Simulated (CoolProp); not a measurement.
Sulfur dioxide at 476.9 K and 0.461 MPa is throttled through a valve to 0.32 MPa with no heat exchange. Each further row changes one setting.

The numbers come from the reference Helmholtz-energy equation of state, Gao 2016 in CoolProp.

| case | temperature change (K) | final density (kg/m³) |
|---|---|---|
| as stated | (withheld) | (withheld) |
| outlet pressure 0.096 MPa | (withheld) | (withheld) |
| outlet pressure 0.416 MPa | (withheld) | (withheld) |

Fill in the missing entries.


- as stated, temperature change (K): -1.3
- as stated, final density (kg/m³): 5.24
- outlet pressure 0.096 MPa, temperature change (K): -3.5
- outlet pressure 0.096 MPa, final density (kg/m³): 1.57
- outlet pressure 0.416 MPa, temperature change (K): -0.4
- outlet pressure 0.416 MPa, final density (kg/m³): 6.82
